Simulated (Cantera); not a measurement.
Feed: 1 mol Fe₃O₄, 0.57 mol C, 0.25 mol H₂, at 1498 K and 0.100 bar.

These are equilibrium values from Cantera (NASA tables, ideal gas, pure condensed phases), not measurements of a reactor. Candidate condensed phases: C, C₆H₆, C₇H₈, C₈H₁₈, Fe, Fe(CO)₅, FeO, Fe(OH)₂, Fe(OH)₃, Fe₂O₃, Fe₃O₄, H₂O; 114 gas species. The tables' stoichiometric FeO is somewhat more stable than real wüstite, so its field is too wide. FeO: taken at fixed stoichiometry. Rates play no part.

Base state: CO 0.379, CO₂ 0.316, H₂O 0.208, H₂ 0.0967, H 1.69e-5 (mole fractions); condensed: FeO(s).

### Question
What changes in the equilibrium state with this change: Fe₃O₄ replaced by TiO₂?

### Answer
| species | before | after |
|---|---|---|
| CO | 0.379 | 0.684 |
| H₂ | 0.0967 | 0.316 |
| H₂O | 0.208 | 8.29e-5 |
| CO₂ | 0.316 | 6.97e-5 |
| CH₄ | <1e-9 | 1.17e-5 |
| H | 1.69e-5 | 3.05e-5 |
| FeO(s), mol | 3.00 | 0 |
| TiC(s), mol | 0 | 0.0280 |
| Ti₂O₃(s), mol | 0 | 0.486 |
Mutual solubility and eutectic melting of coexisting phases are not modelled. TiC: taken at fixed stoichiometry. Further candidate phases: Ti, TiC, TiO, TiO₂, Ti₂O₃, Ti₃O₅, Ti₄O₇.

### Question
What changes in the equilibrium state with this change: temperature from 1498 K to 2148.15 K?

### Answer
```
species       before     after
-----------  -------  --------
CO             0.379     0.405
CO₂            0.316     0.287
H₂O            0.208     0.235
H₂            0.0967    0.0652
Fe           2.79e-7   0.00226
FeO          2.37e-9  0.000226
O₂             <1e-9   8.74e-5
O              <1e-9   5.71e-5
OH           1.03e-6   0.00157
H            1.69e-5   0.00337
FeO(s), mol     3.00         0
FeO(l), mol        0      3.00
```

### Question
What changes in the equilibrium state with this change: C from 0.57 to 0.85 mol?

### Answer
```json
[
 {"species": "CO", "before": "0.379", "after": "0.665"},
 {"species": "H₂", "before": "0.0967", "after": "0.160"},
 {"species": "CO₂", "before": "0.316", "after": "0.108"},
 {"species": "H₂O", "before": "0.208", "after": "0.0670"},
 {"species": "H", "before": "1.69e-5", "after": "2.18e-5"},
 {"species": "FeO(s), mol", "before": "3.00", "after": "2.96"},
 {"species": "Fe(γ), mol", "before": "0", "after": "0.0421"}
]
```
Mutual solubility and eutectic melting of coexisting phases are not modelled.
